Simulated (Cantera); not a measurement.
**TEOS + CO2 + N2 (silicon oxide and oxynitride deposition)**

Charge: 1 mol TEOS, 0.15 mol CO2, a varied amount of N2, at 927 °C and 100000 Pa.

Method: chemical equilibrium by Gibbs-energy minimisation in Cantera with the NASA 1993 tables (ideal gas, pure condensed phases). Candidate condensed phases: C, C6H6, C7H8, C8H18, H2O, Si, SiC, SiO2, Si2N2O, Si3N4; 151 gas species. The feed counts by its element totals alone. The tables hold silica as quartz up to 1696 K and as liquid above; real silica turns to tridymite and cristobalite and melts near 1996 K. Rates play no part.

From 6.8 mol N2 to 57 mol N2 the condensed part is C(graphite) + SiO2(β-quartz).

```
n(N2) (mol)   x N2   x H2    x CO     x CH4  n C(graphite)  n SiO2(β-quartz)
-----------  -----  -----  ------  --------  -------------  ----------------
6.8          0.358  0.517   0.119   0.00422           5.80              1.00
9.7          0.443  0.449   0.103   0.00318           5.81              1.00
14           0.534  0.376  0.0866   0.00223           5.82              1.00
20           0.621  0.307  0.0706   0.00149           5.82              1.00
28           0.696  0.246  0.0567  0.000957           5.83              1.00
40           0.765  0.190  0.0437  0.000570           5.83              1.00
57           0.823  0.144  0.0330  0.000326           5.84              1.00
```
x: gas mole fraction; n: condensed amount in mol.
